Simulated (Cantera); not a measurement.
A Cantera script and what it prints.

```python
import numpy as np
import cantera as ct

gas_names = [...]  # 151 gases of nasa_gas.yaml made of C, H, N, O, Si
cond_names = """
    C(gr) C6H6(L) C7H8(L) C8H18(L),n-octa H2O(s) H2O(L) Si(cr) Si(L) SiC(b) SiO2(Lqz) SiO2(hqz) SiO2(L)
    Si2N2O(s) Si3N4(a)
""".split()


# ... load() reads the species with a 1 bar reference pressure and builds the phases ...
atoms = {
    'HMDSO': {'Si': 2, 'C': 6, 'H': 18, 'O': 1},
    'O3': {'O': 3},
    'N2': {'N': 2},
    'CO2': {'C': 1, 'O': 2},
}
top_T = {'C(gr)': 4500, 'SiC(b)': 3050, 'Si2N2O(s)': 2100, 'Si3N4(a)': 2400}  # K; cautious upper limits of use, not melting points


# ... equilibrate(T, P, feed) seeds the gas with the atoms and calls Mixture.equilibrate('TP', solver="vcs", rtol=1e-11, max_steps=5000) ...
results = []
feed = {'HMDSO': 1, 'O3': 0.77, 'N2': 32, 'CO2': 2.2}  # mol
T = 725  # K
P = 1700  # Pa
mix = equilibrate(T, P, feed)
results.append((T, P, feed, dict(zip(mix.species_names, mix.species_moles))))
print(gas.report(threshold=1e-05))
for i in range(1, mix.n_phases):
    print(f"{mix.phase(i).name:16s} {mix.phase_moles(i):12.5e} mol")
```

It prints:

```
       temperature   725 K
          pressure   1700 Pa
           density   0.0065682 kg/m^3
  mean mol. weight   23.29 kg/kmol
   phase of matter   gas

                          1 kg             1 kmol
                     ---------------   ---------------
          enthalpy       -1.1463e+05       -2.6696e+06  J
   internal energy       -3.7345e+05       -8.6976e+06  J
           entropy             10649        2.4802e+05  J/K
    Gibbs function       -7.8354e+06       -1.8249e+08  J
 heat capacity c_p            1340.6             31224  J/K
 heat capacity c_v            983.65             22909  J/K

                      mass frac. Y      mole frac. X     chem. pot. / RT
                     ---------------   ---------------   ---------------
               CH4         0.0020793         0.0030186           -46.181
                CO          0.034429          0.028627           -50.801
               CO2          0.038095           0.02016           -100.47
                H2          0.016102           0.18602           -22.526
               H2O          0.013458          0.017399           -72.199
                N2           0.89583           0.74477           -28.475
     [ +145 minor]        5.9028e-06        8.0692e-06

C(gr)             5.97408e+00 mol
Si(cr)            0.00000e+00 mol
SiC(b)            0.00000e+00 mol
SiO2(Lqz)         2.00000e+00 mol
Si2N2O(s)         0.00000e+00 mol
Si3N4(a)          0.00000e+00 mol
```

These are equilibrium values from Cantera (NASA tables, ideal gas, pure condensed phases), not measurements of a reactor. The feed counts by its element totals alone.
